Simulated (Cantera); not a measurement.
A Cantera script and its output.

```python
import numpy as np
import cantera as ct

gas = ct.Solution("gri30.yaml")
gas.TPX = 1723, 86000, {'CH4': 1, 'CO2': 0.87, 'H2': 0.39}
reactor = ct.IdealGasConstPressureReactor(gas, energy="off", clone=False)
net = ct.ReactorNet([reactor])
net.rtol, net.atol = 1e-08, 1e-18
show = ['CH4', 'CO2', 'H2', 'O', 'HCO']
times = np.geomspace(1e-06, 10, 12)

steps = ct.SolutionArray(gas, extra=["t"])
rows = []
print(f"{'t/s':>10s}{'T/K':>9s}{'P/Pa':>11s}" + "".join(f"{s:>11s}" for s in show))
for t in times:
    while net.time < t:
        t_next = net.step()
        steps.append(gas.state, t=t_next)
    rows.append([np.interp(t, steps.t, y) for y in (steps.T, steps.P, *steps(*show).X.T)])
    print(f"{t:10.3e}{rows[-1][0]:9.1f}{rows[-1][1]:11.4g}" + "".join(f"{x:11.3e}" for x in rows[-1][2:]))
rate = np.gradient(steps.T, steps.t)
print("integrator steps:", len(steps.t))
if steps.T.max() > steps.T[0] + 200:
    print(f"time of steepest temperature rise: {steps.t[rate.argmax()]:.4e} s")
gas.TPX = 1723, 86000, {'CH4': 1, 'CO2': 0.87, 'H2': 0.39}
gas.equilibrate("TP")
print(f"equilibrium (TP): T = {gas.T:.1f} K  " + "  ".join(f"{s} {gas[s].X[0]:.3e}" for s in show))
```

It prints:

```
       t/s      T/K       P/Pa        CH4        CO2         H2          O        HCO
 1.000e-06   1723.0    8.6e+04  4.425e-01  3.850e-01  1.726e-01  1.968e-12  1.285e-14
 4.329e-06   1723.0    8.6e+04  4.424e-01  3.849e-01  1.726e-01  2.128e-12  2.417e-13
 1.874e-05   1723.0    8.6e+04  4.420e-01  3.849e-01  1.727e-01  4.336e-12  4.184e-11
 8.111e-05   1723.0    8.6e+04  4.401e-01  3.844e-01  1.734e-01  2.228e-11  4.719e-09
 3.511e-04   1723.0    8.6e+04  4.277e-01  3.807e-01  1.803e-01  6.316e-11  4.126e-08
 1.520e-03   1723.0    8.6e+04  3.670e-01  3.552e-01  2.232e-01  8.574e-11  4.106e-08
 6.579e-03   1723.0    8.6e+04  2.247e-01  2.663e-01  3.101e-01  1.171e-10  2.427e-08
 2.848e-02   1723.0    8.6e+04  7.404e-02  9.771e-02  3.321e-01  2.068e-10  1.874e-08
 1.233e-01   1723.0    8.6e+04  2.522e-02  3.688e-02  3.768e-01  2.331e-10  2.375e-08
 5.337e-01   1723.0    8.6e+04  1.634e-02  2.067e-02  4.577e-01  1.542e-10  2.998e-08
 2.310e+00   1723.0    8.6e+04  8.672e-03  6.980e-03  5.245e-01  6.626e-11  3.628e-08
 1.000e+01   1723.0    8.6e+04  4.962e-03  9.469e-04  5.540e-01  1.045e-11  3.935e-08
integrator steps: 1603
equilibrium (TP): T = 1723.0 K  CH4 4.355e-03  CO2 1.134e-06  H2 5.586e-01  O 1.603e-14  HCO 3.986e-08
```

Computed with Cantera and GRI-Mech 3.0 (53 species, 325 reactions).
